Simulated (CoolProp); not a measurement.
The fluid at 347.11 K and 6.42 MPa flows at 0.42 m/s in a round tube of 10 mm bore and 45 µm roughness, fully developed (64/Re and Nu = 3.66 if laminar; Colebrook and Gnielinski if turbulent). The same conditions are run with several fluids, on thermodynamics alone (safety and materials aside).

The numbers come from the reference Helmholtz-energy equation of state of each fluid (CF4 (R14): Platzer 1990; normal hydrogen: Leachman 2009; nitrogen: Span 2000; R507A: Lemmon 2003; R143a: Lemmon and Jacobsen 2000) in CoolProp. The equations of Platzer and Polt are older, rougher fits. Blends and air are pseudo-pure fits.

Question: Rank CF4 (R14), normal hydrogen, nitrogen, R507A, R143a by Reynolds number, highest first.

Answer: R507A (44300), R143a (43300), CF4 (R14) (38900), nitrogen (12400), normal hydrogen (1830)

```tsv
fluid	Darcy friction factor	pressure drop (Pa/m)	heat-transfer coefficient (W/(m² K))	mass flow (kg/h)
CF4 (R14)	0.0318	61.8	332	26.1
normal hydrogen	0.0349	1.33	78.4	0.515
nitrogen	0.0359	19.5	141	7.30
R507A	0.0316	232	1420	99.1
R143a	0.0316	209	1460	88.8
```

Transport values come from each fluid's own correlations; those of CF4 (R14), R143a are estimates that may be off by 10 % or more.
